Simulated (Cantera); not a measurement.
Input: 1 mol SiH4, 0.99 mol NH3, equilibrated at 14.0 mbar.

Method: chemical equilibrium by Gibbs-energy minimisation in Cantera with the NASA 1993 tables (ideal gas, pure condensed phases). Candidate condensed phases: Si, Si3N4; 18 gas species. Mutual solubility and eutectic melting of coexisting phases are not modelled. The tables' values for SiN are old estimates; treat these amounts as uncertain. Gases not in the tables: Si2H6 and higher silanes. Rates play no part.

x: gas mole fraction; n: condensed amount in mol.

```json
[
 {"T (°C)": "1150", "x H2": "0.999", "x N2": "0.000684", "x H": "5.61e-5", "x Si": "1.09e-7", "x SiH": "5.79e-8", "x SiH2": "5.26e-7", "x Si2N": "?", "n Si(s)": "0.261", "n Si3N4(s)": "0.246", "n Si(l)": "0"},
 {"T (°C)": "1250", "x H2": "0.995", "x N2": "0.00529", "x H": "0.000195", "x Si": "1.29e-6", "x SiH": "4.44e-7", "x SiH2": "1.99e-6", "x Si2N": "?", "n Si(s)": "0.285", "n Si3N4(s)": "0.238", "n Si(l)": "0"},
 {"T (°C)": "1350", "x H2": "0.968", "x N2": "0.0316", "x H": "0.000575", "x Si": "1.12e-5", "x SiH": "2.61e-6", "x SiH2": "6.26e-6", "x Si2N": "?", "n Si(s)": "0.428", "n Si3N4(s)": "0.191", "n Si(l)": "0"},
 {"T (°C)": "1450", "x H2": "0.874", "x N2": "0.124", "x H": "0.00144", "x Si": "7.02e-5", "x SiH": "1.12e-5", "x SiH2": "1.48e-5", "x Si2N": "?", "n Si(s)": "0", "n Si3N4(s)": "0", "n Si(l)": "1.000"},
 {"T (°C)": "1550", "x H2": "0.872", "x N2": "0.124", "x H": "0.00342", "x Si": "0.000316", "x SiH": "3.73e-5", "x SiH2": "3.06e-5", "x Si2N": "?", "n Si(s)": "0", "n Si3N4(s)": "0", "n Si(l)": "0.998"},
 {"T (°C)": "1650", "x H2": "0.867", "x N2": "0.124", "x H": "0.00742", "x Si": "0.00121", "x SiH": "0.000109", "x SiH2": "5.84e-5", "x Si2N": "?", "n Si(s)": "0", "n Si3N4(s)": "0", "n Si(l)": "0.994"},
 {"T (°C)": "1750", "x H2": "0.858", "x N2": "0.123", "x H": "0.0149", "x Si": "0.00406", "x SiH": "0.000286", "x SiH2": "0.000104", "x Si2N": "?", "n Si(s)": "0", "n Si3N4(s)": "0", "n Si(l)": "0.981"}
]
```

### Question
Fill in the missing entries.

### Answer

- 1150, x Si2N: 8.35e-10
- 1250, x Si2N: 1.99e-8
- 1350, x Si2N: 3.19e-7
- 1450, x Si2N: 2.89e-6
- 1550, x Si2N: 8.55e-6
- 1650, x Si2N: 2.25e-5
- 1750, x Si2N: 5.34e-5
